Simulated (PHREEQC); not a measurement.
Dissolve 5.4 mmol/kgw HF, 0.11 mmol/kgw CsF, 0.011 mmol/kgw H4SiO4 and 72 mmol/kgw HCl at 5.4 °C. Closed to the air; pH follows from the charge balance.

Computed with PHREEQC (ion-association model, wateq4f.dat).

```json
[
 {"quantity": "pH", "before": "1.22", "after": "1.22"},
 {"quantity": "HF (mol/kgw)", "before": "0.00507", "after": "0.000633"},
 {"quantity": "H2F2 (mol/kgw)", "before": "0.000134", "after": "2.09e-6"},
 {"quantity": "F- (mol/kgw)", "before": "0.000100", "after": "1.26e-5"},
 {"quantity": "HF2- (mol/kgw)", "before": "1.62e-6", "after": "2.53e-8"},
 {"quantity": "H4SiO4 (mol/kgw)", "before": "1.27e-7", "after": "1.10e-5"},
 {"quantity": "SI of Quartz (SiO2)", "before": "-2.60", "after": "-0.66"}
]
```

Problem. Which change was made?
A) H4SiO4 replaced by H2SiF6 at the same molality
B) HCl replaced by CsCl at the same molality
C) HF from 0.0054 to 0.00054 mol/kgw
D) diluted 2-fold with water
E) H4SiO4 replaced by (NH4)2SiF6 at the same molality

Solution. C, HF from 0.0054 to 0.00054 mol/kgw

No solid was allowed to form. Away from 25 °C the constants follow the database's enthalpies or fits; those with neither stay at their 25 °C values. SiF6-2 is the database's only silicon fluoride.
